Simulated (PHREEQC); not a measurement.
**Acid mine or pickling water: speciation**

Model water analysis in mg/L, 25 °C, pH 2.33, pe 9.1: Na 226; K 0.604; Ca 158; Mg 33.1; Cl 279; S(6) as SO4 1030; Ni 0.142; Zn 16.7; Pb 0.706; P as PO4 4.75; Cu(2) 37.7.

Valence states are taken as typed.

All values are PHREEQC results (ion-association model, wateq4f.dat), not measurements.

No solid was allowed to form.

### Question
Estimate the ionic strength.

### Answer
ionic strength 0.0353 mol/kgw.

### Question
In which forms is P present?

### Answer
H2PO4- 61 %, H3PO4 35 %, CaH2PO4+ 2.3 %, MgH2PO4+ 1.0 % of the P.

Species that the database lacks are ignored. H3PO4, which wateq4f.dat lacks, is added to it with the constant of phreeqc.dat. The database has no phosphate complexes of Pb, Cu, Zn, Ni.
